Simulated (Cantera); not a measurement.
Mixture: H₂ : O₂ : N₂ = 1 : 1.09 : 4.09 (molar parts), at 3750 Torr, adiabatic and at constant pressure. Ignition delay is the time to a rise of 400 K.

Model: the H2/O2 subset of GRI-Mech 3.0, which has no nitrogen chemistry, integrated in Cantera. The hydrogen kinetics of GRI-Mech 3.0 are dated; newer H2 mechanisms differ, most at raised pressure. Where the delays flatten at high temperature, the 400 K rule measures the pace of heat release, not the induction time.

Question: Predict: delay at 1323 K; delay at 1423 K; delay at 1523 K; delay at 1623 K; delay at 1723 K; delay at 1823 K; delay at 1923 K.

Answer: 
* **delay at 1323 K**: 6.55 µs
* **delay at 1423 K**: 4.27 µs
* **delay at 1523 K**: 3.18 µs
* **delay at 1623 K**: 2.61 µs
* **delay at 1723 K**: 2.32 µs
* **delay at 1823 K**: 2.20 µs
* **delay at 1923 K**: 2.19 µs
